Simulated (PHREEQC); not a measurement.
PHREEQC input (ion-association model, wateq4f.dat):

```
SOLUTION_MASTER_SPECIES
  An  An-  0  An  62.0  # stands for a non-complexing anion
SOLUTION_SPECIES
  An- = An-
    -log_k 0
    -gamma 3.0 0
PHASES
  Fix_H+
    H+ = H+
    -log_k 0
SOLUTION 1
  temp 25
  units mmol/kgw
  pH 7 charge
  Na 5
  An 5
END
SELECTED_OUTPUT 1
  -reset false
  -pH true
  -pe true
  -ionic_strength true
  -water true
  -totals Na
  -molalities Hfo_wOH Hfo_wOH2+ Hfo_wO- Hfo_sOH Hfo_sOH2+ Hfo_sO-
USER_PUNCH 1
  -headings sigma psi
  10 PUNCH EDL("sigma", "Hfo"), EDL("psi", "Hfo")
PRINT
  -reset false
USE solution 1
SURFACE 1
  Hfo_wOH 0.000314607 600 0.14
  Hfo_sOH 7.86517e-06
EQUILIBRIUM_PHASES 1
  Fix_H+ -4 HAn 10
    -force_equality true
  O2(g) -0.68 10
END
# ... the last block is repeated for the other 16 points of pH, with NaOH or the acid as the point needs
```

Selected output (columns that matter, 17 of 17 rows; pH added in front):

```
pH	mu	Na	m_Hfo_wOH	m_Hfo_wOH2+	m_Hfo_wO-	m_Hfo_sOH	m_Hfo_sOH2+	m_Hfo_sO-	sigma	psi
4	0.0051868	0.005	0.00015259	0.00015866	3.362e-06	3.8147e-06	3.9664e-06	8.405e-08	0.18285	0.19362
4.5	0.005091	0.005	0.00018927	0.00011841	6.9303e-06	4.7316e-06	2.9603e-06	1.7326e-07	0.13126	0.17709
5	0.00505	0.005	0.00021417	8.8573e-05	1.1864e-05	5.3543e-06	2.2143e-06	2.9659e-07	0.090322	0.15815
5.5	0.0050293	0.005	0.00022883	6.8177e-05	1.7596e-05	5.7209e-06	1.7044e-06	4.3989e-07	0.059557	0.137
6	0.0050174	0.005	0.00023629	5.5098e-05	2.3215e-05	5.9073e-06	1.3775e-06	5.8037e-07	0.037541	0.11372
6.5	0.0050101	0.005	0.0002396	4.7068e-05	2.7941e-05	5.9899e-06	1.1767e-06	6.9853e-07	0.022521	0.088542
7	0.0050056	0.005	0.0002409	4.2204e-05	3.1501e-05	6.0225e-06	1.0551e-06	7.8753e-07	0.012602	0.061906
7.5	0.0050026	0.005	0.00024137	3.9151e-05	3.4089e-05	6.0342e-06	9.7878e-07	8.5221e-07	0.0059612	0.034306
8	0.0050006	0.0050002	0.0002415	3.6981e-05	3.6128e-05	6.0374e-06	9.2453e-07	9.032e-07	0.0010047	0.0062073
8.5	0.005005	0.0050066	0.00024145	3.5024e-05	3.8132e-05	6.0363e-06	8.756e-07	9.533e-07	-0.0036595	-0.021979
9	0.0050149	0.005019	0.00024117	3.2734e-05	4.0705e-05	6.0292e-06	8.1834e-07	1.0176e-06	-0.0093855	-0.049849
9.5	0.0050419	0.0050496	0.00024032	2.9629e-05	4.4656e-05	6.0081e-06	7.4072e-07	1.1164e-06	-0.017693	-0.076957
10	0.0051214	0.0051347	0.00023805	2.5348e-05	5.1213e-05	5.9511e-06	6.337e-07	1.2803e-06	-0.030454	-0.10277
10.5	0.0053645	0.0053863	0.00023237	1.9817e-05	6.242e-05	5.8092e-06	4.9542e-07	1.5605e-06	-0.050163	-0.12664
11	0.0061242	0.0061594	0.00021906	1.338e-05	8.2163e-05	5.4766e-06	3.3451e-07	2.0541e-06	-0.080988	-0.14765
11.5	0.0085484	0.0086057	0.00018899	6.8921e-06	0.00011872	4.7248e-06	1.723e-07	2.9681e-06	-0.13168	-0.16398
12	0.016504	0.016598	0.00012803	2.0349e-06	0.00018454	3.2008e-06	5.0872e-08	4.6135e-06	-0.21489	-0.17222
```
